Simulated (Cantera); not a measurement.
Input (Python, Cantera) and output of one run.

```python
import numpy as np
import cantera as ct

gas_names = [...]  # 136 gases of nasa_gas.yaml made of C, H, N, O
cond_names = """
    C(gr) C6H6(L) C7H8(L) C8H18(L),n-octa H2O(s) H2O(L)
""".split()


# ... load() reads the species with a 1 bar reference pressure and builds the phases ...
atoms = {
    'CH3OH': {'C': 1, 'H': 4, 'O': 1},
    'H2': {'H': 2},
    'N2': {'N': 2},
}
top_T = {'C(gr)': 4500}  # K; cautious upper limits of use, not melting points


# ... equilibrate(T, P, feed) seeds the gas with the atoms and calls Mixture.equilibrate('TP', solver="vcs", rtol=1e-11, max_steps=5000) ...
results = []
feed = {'CH3OH': 1, 'H2': 2.3, 'N2': 44}  # mol
P = 29000  # Pa
for T in [600, 700, 800, 900, 1000, 1100, 1200, 1300, 1400]:
    mix = equilibrate(T, P, feed)
    results.append((T, P, feed, dict(zip(mix.species_names, mix.species_moles))))

top = {s: max(r[3][s] / sum(r[3][g] for g in gas_names) for r in results) for s in gas_names}
cols = sorted((s for s in top if top[s] > 1e-05), key=lambda s: -top[s])[:8]
seen = [c for c in cond_names if any(r[3].get(c, 0) > 1e-12 for r in results)]
print("log10 of partial pressures in bar; condensed amounts in mol")
print(f"{'T/K':>10s}" + "".join(f"{s[:9]:>10s}" for s in cols + seen))
for T, P, feed, n in results:
    ng = sum(n[g] for g in gas_names)
    print(f"{T:10.4g}" + "".join(f"{np.log10(max(n[s] / ng * P / 1e5, 1e-99)):10.3f}" for s in cols)
          + "".join(f"{n.get(c, 0):10.4g}" for c in seen))
```

Result:

```
log10 of partial pressures in bar; condensed amounts in mol
       T/K        N2        H2        CO       CH4       H2O       CO2       NH3       HCN     C(gr)
       600    -0.570    -2.031    -4.696    -2.239    -2.265    -3.478    -4.712   -11.399         0
       700    -0.576    -1.764    -3.311    -2.597    -2.443    -3.016    -4.962    -9.447    0.3396
       800    -0.583    -1.645    -2.546    -3.161    -2.822    -3.098    -5.283    -8.142    0.2716
       900    -0.586    -1.608    -2.278    -3.722    -3.501    -3.809    -5.622    -7.156   0.04762
      1000    -0.587    -1.600    -2.237    -4.220    -4.240    -4.721    -5.928    -6.378  0.002686
      1100    -0.587    -1.598    -2.232    -4.731    -4.788    -5.428    -6.188    -5.836         0
      1200    -0.587    -1.597    -2.231    -5.273    -5.137    -5.909    -6.408    -5.497         0
      1300    -0.587    -1.597    -2.231    -5.876    -5.291    -6.171    -6.596    -5.354         0
      1400    -0.587    -1.597    -2.231    -6.484    -5.332    -6.302    -6.757    -5.321         0
```

These are equilibrium values from Cantera (NASA tables, ideal gas, pure condensed phases), not measurements of a reactor.
